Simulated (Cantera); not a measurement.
Charge: 1 mol Cu, 5.1 mol HF, 41 mol H2, at 1498.15 K and 10.0 mbar.

Cantera equilibrium calculation (NASA polynomials, part measured and part estimated; ideal gas, pure solids and liquids). Candidate condensed phases: Cu, CuF2; 15 gas species. The numbers say what is thermodynamically allowed, not how fast it happens.

Base state: H2 0.889, HF 0.111, Cu 0.000797, H 0.000162, CuF 1.46e-5 (mole fractions); condensed: Cu(l).

Task: What changes in the equilibrium state with this change: pressure from 10.0 mbar to 4.10 Pa?

Result: 
| species | before | after |
|---|---|---|
| H2 | 0.889 | 0.868 |
| HF | 0.111 | 0.108 |
| Cu | 0.000797 | 0.0212 |
| H | 0.000162 | 0.00251 |
| CuF | 1.46e-5 | 2.45e-5 |
| Cu(l), mol | 0.963 | 0 |
